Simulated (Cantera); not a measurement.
A Cantera script and its output.

```python
import numpy as np
import cantera as ct

gas = ct.Solution("gri30.yaml")
gas.TPX = 1498, 100000, {'CH4': 0.0071, 'O2': 0.031, 'N2': 1}
reactor = ct.IdealGasConstPressureReactor(gas, energy="off", clone=False)
net = ct.ReactorNet([reactor])
net.rtol, net.atol = 1e-08, 1e-18
show = ['CH4', 'O2', 'C2H6', 'NO2', 'CO2', 'CH2O', 'CH2']
times = np.geomspace(2e-06, 3, 13)

steps = ct.SolutionArray(gas, extra=["t"])
rows = []
print(f"{'t/s':>10s}{'T/K':>9s}{'P/Pa':>11s}" + "".join(f"{s:>11s}" for s in show))
for t in times:
    while net.time < t:
        t_next = net.step()
        steps.append(gas.state, t=t_next)
    rows.append([np.interp(t, steps.t, y) for y in (steps.T, steps.P, *steps(*show).X.T)])
    print(f"{t:10.3e}{rows[-1][0]:9.1f}{rows[-1][1]:11.4g}" + "".join(f"{x:11.3e}" for x in rows[-1][2:]))
rate = np.gradient(steps.T, steps.t)
print("integrator steps:", len(steps.t))
if steps.T.max() > steps.T[0] + 200:
    print(f"time of steepest temperature rise: {steps.t[rate.argmax()]:.4e} s")
gas.TPX = 1498, 100000, {'CH4': 0.0071, 'O2': 0.031, 'N2': 1}
gas.equilibrate("TP")
print(f"equilibrium (TP): T = {gas.T:.1f} K  " + "  ".join(f"{s} {gas[s].X[0]:.3e}" for s in show))
```

It prints:

```
       t/s      T/K       P/Pa        CH4         O2       C2H6        NO2        CO2       CH2O        CH2
 2.000e-06   1498.0      1e+05  6.839e-03  2.986e-02  3.333e-16  1.009e-25  6.427e-17  4.665e-12  1.536e-16
 6.542e-06   1498.0      1e+05  6.839e-03  2.986e-02  1.592e-14  1.715e-23  6.713e-15  5.951e-11  4.587e-15
 2.140e-05   1498.0      1e+05  6.839e-03  2.986e-02  1.037e-12  2.201e-21  3.813e-13  8.675e-10  6.302e-14
 6.999e-05   1498.0      1e+05  6.839e-03  2.986e-02  5.935e-11  1.350e-19  8.709e-12  1.221e-08  3.677e-13
 2.289e-04   1498.0      1e+05  6.838e-03  2.986e-02  2.848e-09  5.784e-18  1.865e-10  1.593e-07  2.679e-12
 7.489e-04   1498.0      1e+05  6.829e-03  2.986e-02  1.635e-07  2.212e-16  7.057e-09  2.278e-06  3.830e-11
 2.449e-03   1498.0      1e+05  6.712e-03  2.980e-02  1.379e-05  1.577e-14  7.303e-07  3.941e-05  1.612e-09
 8.012e-03   1498.0      1e+05  1.517e-20  1.620e-02 -4.741e-24  3.650e-09  6.587e-03  1.375e-14 -2.612e-19
 2.621e-02   1498.0      1e+05 -4.168e-20  1.617e-02  6.134e-33  8.248e-09  6.832e-03  6.538e-18 -6.276e-22
 8.572e-02   1498.0      1e+05  2.116e-19  1.618e-02 -2.585e-31  5.180e-09  6.839e-03  1.172e-19  1.510e-22
 2.804e-01   1498.0      1e+05  2.623e-24  1.618e-02  7.096e-36  4.259e-09  6.839e-03  2.459e-20  1.189e-27
 9.172e-01   1498.0      1e+05  2.945e-29  1.618e-02 -4.058e-42  4.236e-09  6.839e-03  2.253e-20  1.824e-30
 3.000e+00   1498.0      1e+05  2.257e-29  1.618e-02  1.557e-50  4.270e-09  6.839e-03  2.253e-20  8.341e-31
integrator steps: 2202
equilibrium (TP): T = 1498.0 K  CH4 6.726e-31  O2 1.599e-02  C2H6 7.598e-57  NO2 5.507e-07  CO2 6.839e-03  CH2O 2.279e-20  CH2 1.679e-32
```

Computed with Cantera and GRI-Mech 3.0 (53 species, 325 reactions).
